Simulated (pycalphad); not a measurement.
Source of the numbers: pycalphad with the COST 507 light-alloy database (1999); pressure 1 atm. The data set is of 1999 and partly superseded. The system is extrapolated from its subsystems; higher-order compounds may be missing.

Molar enthalpy of Al-0.63Cu-1.41Si (at.%) in equilibrium (SER reference):

```json
[
 {"T (°C)": "1577", "H (kJ/mol)": "57.96", "phases": "liquid"},
 {"T (°C)": "1502", "H (kJ/mol)": "55.59", "phases": "liquid"},
 {"T (°C)": "1427", "H (kJ/mol)": "53.22", "phases": "liquid"},
 {"T (°C)": "1352", "H (kJ/mol)": "50.85", "phases": "liquid"},
 {"T (°C)": "1277", "H (kJ/mol)": "48.48", "phases": "liquid"},
 {"T (°C)": "1202", "H (kJ/mol)": "46.11", "phases": "liquid"},
 {"T (°C)": "1127", "H (kJ/mol)": "43.73", "phases": "liquid"},
 {"T (°C)": "1052", "H (kJ/mol)": "41.36", "phases": "liquid"},
 {"T (°C)": "977", "H (kJ/mol)": "38.99", "phases": "liquid"},
 {"T (°C)": "902", "H (kJ/mol)": "36.62", "phases": "liquid"},
 {"T (°C)": "827", "H (kJ/mol)": "34.25", "phases": "liquid"},
 {"T (°C)": "752", "H (kJ/mol)": "31.88", "phases": "liquid"},
 {"T (°C)": "677", "H (kJ/mol)": "29.51", "phases": "liquid"},
 {"T (°C)": "602", "H (kJ/mol)": "17.88", "phases": "fcc + liquid"},
 {"T (°C)": "527", "H (kJ/mol)": "14.18", "phases": "fcc + diamond (Si)"},
 {"T (°C)": "452", "H (kJ/mol)": "11.67", "phases": "fcc + diamond (Si)"},
 {"T (°C)": "377", "H (kJ/mol)": "9.31", "phases": "fcc + diamond (Si) + ALCU_THETA"},
 {"T (°C)": "302", "H (kJ/mol)": "7.03", "phases": "fcc + diamond (Si) + ALCU_THETA"},
 {"T (°C)": "227", "H (kJ/mol)": "4.91", "phases": "fcc + ALCU_THETA + diamond (Si)"}
]
```

Cooling from 677 °C to 527 °C, across the freezing range, releases 15.3 kJ/mol, or 563 J/g. The slope is 32 J/(mol K) in the liquid and 34 J/(mol K) just below the solidus, where it includes any heat of precipitation. Liquidus 648 °C, solidus 554 °C. Changes were sought between steps of 75 K, so a narrower field can be missed.

Database names, with the compositions (at.%) that they take in these runs: ALCU_THETA: Al 67 Cu 33.
